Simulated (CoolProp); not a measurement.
The fluoroketone C6F12O (FK-5-1-12) along the isobar 4.06 bar: Z from the reference equation and from simpler models built on Tc = 168.7 °C, pc = 18.69 bar, ω = 0.471; each cubic takes its own stable root.

The numbers come from the reference Helmholtz-energy equation of state, McLinden 2015 in CoolProp.

| T (°C) | phase | reference |
|---|---|---|
| -56.65 | liquid | 0.03892 |
| -41.35 | liquid | 0.03719 |
| -26.15 | liquid | 0.03572 |
| -10.95 | liquid | 0.03447 |
| 4.25 | liquid | 0.03342 |
| 19.45 | liquid | 0.03255 |
| 34.75 | liquid | 0.03184 |
| 49.95 | liquid | 0.03130 |
| 65.15 | liquid | 0.03093 |
| 80.35 | liquid | 0.03076 |
| 110.85 | gas | 0.8564 |
| 126.05 | gas | 0.8789 |
| 141.25 | gas | 0.8966 |
| 156.45 | gas | 0.9109 |

Task: How far does each simpler model (Redlich-Kwong, Soave-Redlich-Kwong) lie from the reference over these 14 states: mean and median of the absolute difference, and the worst?

Result: 
- Redlich-Kwong: mean 199.5 %, median 16.1 %, worst +2634.7 % at 80.35 °C and 4.06 bar
- Soave-Redlich-Kwong: mean 7.4 %, median 9.6 %, worst +11.5 % at -56.65 °C and 4.06 bar

At some of these states Redlich-Kwong gives the other phase, because its saturation line lies elsewhere.
